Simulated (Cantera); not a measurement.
# Ignition delay

Mixture: H2 : O2 : N2 = 1 : 0.417 : 2.79 (molar parts), equivalence ratio 1.2, at 26.0 bar, adiabatic and at constant pressure. Ignition delay is the time to a rise of 400 K.

Model: the H2/O2 subset of GRI-Mech 3.0, which has no nitrogen chemistry, integrated in Cantera. The hydrogen kinetics of GRI-Mech 3.0 are dated; newer H2 mechanisms differ, most at raised pressure. The pressure lies above the range GRI-Mech 3.0 was tuned for (to about 10 atm). Below about 950 K walls govern HO2 and H2O2 in real vessels.

```csv
T0 (K),delay (ms)
925,38.3
975,11.3
1025,3.78
1075,1.38
1125,0.537
1175,0.218
1225,0.0895
```

The apparent activation energy between 1125 and 1225 K is 210 kJ/mol.
